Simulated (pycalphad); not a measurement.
Source of the numbers: pycalphad with the COST 507 light-alloy database (1999); pressure 1 atm. The database dates from 1999; later assessments differ in places, in temperatures and in the compounds included. Amounts are mole fractions of atoms.

Give the equilibrium state of Si-17.4Al (at.%) at 1000 K.

diamond (Si), fraction 0.777, with <0.01 Al at.%; liquid, fraction 0.223, with 77.9 Al at.%.

Give the equilibrium state of Si-17.4Al (at.%) at 725 K.


```
T = 725.00 K, P = 101325 Pa, N = 1 mol of atoms
G = -19796 J/mol, H = 10215 J/mol, S = 41.40 J/(mol K)  (SER reference)
chemical potentials (J/mol): Si -18450, Al -26188
phase             fraction      x(Si)      x(Al)
DIAMOND_A4          0.8252     1.0000    5.7e-08
FCC_A1              0.1748     0.0047     0.9953
```

FCC_A1 is fcc; DIAMOND_A4 is diamond (Si).
